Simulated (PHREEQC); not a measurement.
Consider water at 25 °C with 0.031 mol/kgw HF and 0.00061 mol/kgw NH4F. Closed to the air; pH follows from the charge balance.

Computed with PHREEQC (ion-association model, phreeqc.dat).

Precipitation was switched off in this run.

Task: Order these F species by the share of F that they hold, largest first: HF, HF2-, F-.

Result: HF (83 %), F- (14 %), HF2- (2.9 %)

The pH is 2.38 and the ionic strength 0.00503 mol/kgw.
